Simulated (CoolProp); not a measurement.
Dimethyl carbonate along the isotherm 326.85 °C: density (kg/m³) from the reference equation and from simpler models built on Tc = 283.9 °C, pc = 4.909 MPa, ω = 0.346; each cubic takes its own stable root.

Model: reference Helmholtz-energy equation of state, Zhou 2011, in CoolProp.

```tsv
p (MPa)	phase	reference	van der Waals	Redlich-Kwong	Soave-Redlich-Kwong	Peng-Robinson
0.944	gas	18.01	17.93	18.03	17.97	18.10
1.89	gas	38.35	38.08	38.46	38.17	38.73
2.83	gas	61.64	61.10	61.97	61.13	(withheld)
3.78	gas	89.65	89.01	90.44	88.35	91.14
4.72	gas	124.1	124.7	126.0	121.1	126.1
5.66	supercritical	169.4	178.3	175.0	162.8	(withheld)
6.61	supercritical	232.1	274.2	250.0	218.7	231.6
7.55	supercritical	312.9	334.9	333.6	285.5	304.1
8.5	supercritical	392.9	366.3	389.4	344.7	370.0
9.44	supercritical	449.0	387.4	426.3	387.7	419.1
10.4	supercritical	488.7	403.7	(withheld)	420.7	457.0
11.3	supercritical	516.6	416.3	475.7	445.3	(withheld)
12.3	supercritical	541.1	428.0	495.5	468.0	511.6
```

**Question.** What belongs in the gaps?

**Answer.** 
- 2.83, Peng-Robinson: 62.52
- 5.66, Peng-Robinson: 171.0
- 10.4, Redlich-Kwong: 454.4
- 11.3, Peng-Robinson: 485.4
